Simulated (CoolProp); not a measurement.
R113 along the isotherm 500 K: density (kg/m³) from the reference equation and from simpler models built on Tc = 487.2 K, pc = 3.392 MPa, ω = 0.253; each cubic takes its own stable root.

Model: reference Helmholtz-energy equation of state, Marx 1992, in CoolProp.

```csv
p (MPa),phase,reference
0.0161,gas,0.7267
0.0251,gas,1.134
0.039,gas,1.764
0.0607,gas,2.751
0.0946,gas,4.301
0.147,gas,6.716
0.229,gas,10.54
0.357,gas,16.64
0.556,gas,26.44
0.866,gas,42.58
1.35,gas,70.33
2.1,gas,122.2
3.27,gas,252.9
5.09,supercritical,854.6
```

Question: How far does each simpler model (van der Waals, Redlich-Kwong, Soave-Redlich-Kwong, Peng-Robinson) lie from the reference over these 14 states: mean and median of the absolute difference, and the worst?

Answer: 
- van der Waals: mean 2.4 %, median 0.2 %, worst -25.6 % at 500 K and 5.09 MPa
- Redlich-Kwong: mean 1.2 %, median 0.1 %, worst -14.1 % at 500 K and 5.09 MPa
- Soave-Redlich-Kwong: mean 1.3 %, median 0.1 %, worst -16.6 % at 500 K and 5.09 MPa
- Peng-Robinson: mean 1.4 %, median 0.4 %, worst -8.5 % at 500 K and 5.09 MPa
